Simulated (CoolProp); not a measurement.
Model: reference Helmholtz-energy equation of state, Penoncello 2003, in CoolProp.

**Question.** For CHF3 (R23), give the phase and the density (kg/m³), cv (kJ/(kg K)), Prandtl number at 274.3 K and 0.552 MPa.

**Answer.** 
- 274.3 K and 0.552 MPa: gas; density 18.0, cv 0.605, Prandtl number 0.809

Viscosity comes from a separate model (Shan 2000). Thermal conductivity comes from a separate model (Shan 2000).
